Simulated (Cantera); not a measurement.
## Thermodynamics of fluorocarbon and chlorocarbon gases, feed CH3Cl + HCl

Input: 1 mol CH3Cl, 0.89 mol HCl, at 1898.15 K.

Equilibrium computed with Cantera from the NASA thermochemical tables; the gas is ideal and each condensed phase is pure. Candidate condensed phases: C, C6H6, C7H8, C8H18; 91 gas species. The numbers say what is thermodynamically allowed, not how fast it happens.

```
P (Pa)  x HCl   x H2      x Cl       x H  x C2H2 (acetylene)  n C(graphite)
------  -----  -----  --------  --------  ------------------  -------------
1       0.420  0.301     0.143     0.136            0.000113          0.999
5.20    0.533  0.329    0.0761    0.0622            0.000124          0.999
27      0.596  0.339    0.0368    0.0277            0.000128          0.999
140     0.628  0.343    0.0169    0.0123            0.000129          0.999
720     0.642  0.345   0.00761   0.00541            0.000130          0.999
3700    0.649  0.345   0.00339   0.00239            0.000130          0.999
19000   0.652  0.346   0.00150   0.00106            0.000130          0.999
100000  0.653  0.346  0.000656  0.000460            0.000130          0.999
```
x: gas mole fraction; n: condensed amount in mol.

From 0.00750 Torr to 750 Torr the condensed part is C(graphite). The main C-bearing gas is C2H2 (acetylene) throughout.
